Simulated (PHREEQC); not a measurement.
## Polishing slurry liquid

Consider water at 5 °C with 0.00014 mol TMAH per kg of water. Closed to the air; pH follows from the charge balance.

Computed with PHREEQC (ion-association model, phreeqc.dat).

No solid was allowed to form.

Q: What pH does the model give?

A: pH 10.87.

(CH3)4N+ isn't in the database: it is added as a free cation with an ion size of 4 Å. Constants without temperature data keep their 25 °C values here.
